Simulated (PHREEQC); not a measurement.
Na2HPO4 is added in steps, without added water, to 1 kg of water holding 0.0061 mol FeCl3, 0.0034 mol CsOH and 0.00015 mol Ca(OH)2, at 25 °C. Oxygen alone is held at its pressure in air (log pO2 = -0.68). No CO2 enters from the air. The run lets Portlandite, Fe(OH)3(a), Hydroxyapatite, Strengite, Halite precipitate or redissolve, and no other solid.

Base run: PHREEQC, ion-association model, wateq4f.dat. Each further column changes one thing. The table gives pH.

```json
[
 {"Na2HPO4 added (mol)": "0", "base": "2.79", "FeCl3 left out": "(withheld)", "Ca(OH)2 from 0.00015 to 0.0003 mol/kgw": "2.79", "no solid may form": "2.84"},
 {"Na2HPO4 added (mol)": "0.00225", "base": "2.81", "FeCl3 left out": "11.46", "Ca(OH)2 from 0.00015 to 0.0003 mol/kgw": "2.85", "no solid may form": "(withheld)"},
 {"Na2HPO4 added (mol)": "0.00375", "base": "2.78", "FeCl3 left out": "11.41", "Ca(OH)2 from 0.00015 to 0.0003 mol/kgw": "(withheld)", "no solid may form": "4.36"},
 {"Na2HPO4 added (mol)": "0.006", "base": "2.68", "FeCl3 left out": "11.35", "Ca(OH)2 from 0.00015 to 0.0003 mol/kgw": "2.73", "no solid may form": "4.78"},
 {"Na2HPO4 added (mol)": "0.00825", "base": "3.74", "FeCl3 left out": "11.28", "Ca(OH)2 from 0.00015 to 0.0003 mol/kgw": "5.42", "no solid may form": "5.30"},
 {"Na2HPO4 added (mol)": "0.00975", "base": "6.72", "FeCl3 left out": "11.24", "Ca(OH)2 from 0.00015 to 0.0003 mol/kgw": "(withheld)", "no solid may form": "(withheld)"},
 {"Na2HPO4 added (mol)": "0.012", "base": "7.12", "FeCl3 left out": "11.19", "Ca(OH)2 from 0.00015 to 0.0003 mol/kgw": "7.16", "no solid may form": "6.35"},
 {"Na2HPO4 added (mol)": "0.01425", "base": "7.32", "FeCl3 left out": "11.13", "Ca(OH)2 from 0.00015 to 0.0003 mol/kgw": "7.36", "no solid may form": "6.56"},
 {"Na2HPO4 added (mol)": "0.01575", "base": "7.41", "FeCl3 left out": "(withheld)", "Ca(OH)2 from 0.00015 to 0.0003 mol/kgw": "7.45", "no solid may form": "6.65"},
 {"Na2HPO4 added (mol)": "0.018", "base": "7.52", "FeCl3 left out": "11.05", "Ca(OH)2 from 0.00015 to 0.0003 mol/kgw": "7.55", "no solid may form": "6.76"}
]
```

Task: Some entries are withheld; supply them.

Result: 
- 0, FeCl3 left out: 11.54
- 0.00225, no solid may form: 3.83
- 0.00375, Ca(OH)2 from 0.00015 to 0.0003 mol/kgw: 2.83
- 0.00975, Ca(OH)2 from 0.00015 to 0.0003 mol/kgw: 6.77
- 0.00975, no solid may form: 5.93
- 0.01575, FeCl3 left out: 11.10

H3PO4, which wateq4f.dat lacks, is added to it with the constant of phreeqc.dat. In at least one series the solution becomes supersaturated in solids that the run did not let form, among them Fe(OH)3(a), Hydroxyapatite, Strengite. Solids allowed in the column 'FeCl3 left out': Portlandite, Hydroxyapatite.
